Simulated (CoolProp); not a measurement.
Vapour pressure (bar) of nitrogen: the reference equation beside estimates from Tc = 126.2 K, pc = 33.96 bar, ω = 0.037. Clausius-Clapeyron is anchored at 73.1 K with a constant enthalpy of vaporisation of 5.728 kJ/mol.

The numbers come from the reference Helmholtz-energy equation of state, Span 2000 in CoolProp.

```json
[
 {"T (K)": "73.1", "reference": "0.5944", "Clausius-Clapeyron": "0.5944", "van der Waals": "2.401", "Redlich-Kwong": "0.4760"},
 {"T (K)": "79.2", "reference": "1.253", "Clausius-Clapeyron": "1.228", "van der Waals": "3.806", "Redlich-Kwong": "1.098"},
 {"T (K)": "85.2", "reference": "2.333", "Clausius-Clapeyron": "2.266", "van der Waals": "5.647", "Redlich-Kwong": "2.172"},
 {"T (K)": "91.3", "reference": "4.022", "Clausius-Clapeyron": "3.890", "van der Waals": "8.039", "Redlich-Kwong": "3.900"},
 {"T (K)": "97.4", "reference": "6.469", "Clausius-Clapeyron": "6.240", "van der Waals": "11.01", "Redlich-Kwong": "6.436"},
 {"T (K)": "103.4", "reference": "9.778", "Clausius-Clapeyron": "9.406", "van der Waals": "14.53", "Redlich-Kwong": "9.878"},
 {"T (K)": "109.5", "reference": "14.24", "Clausius-Clapeyron": "13.63", "van der Waals": "18.76", "Redlich-Kwong": "14.49"},
 {"T (K)": "115.5", "reference": "19.90", "Clausius-Clapeyron": "18.90", "van der Waals": "23.60", "Redlich-Kwong": "20.26"},
 {"T (K)": "121.6", "reference": "27.19", "Clausius-Clapeyron": "25.49", "van der Waals": "29.23", "Redlich-Kwong": "27.51"}
]
```

Absolute difference from the reference over all 9 rows, mean and median: Clausius-Clapeyron 3.5 and 3.5 %, van der Waals 102.9 and 70.2 %, Redlich-Kwong 5.4 and 1.8 %.
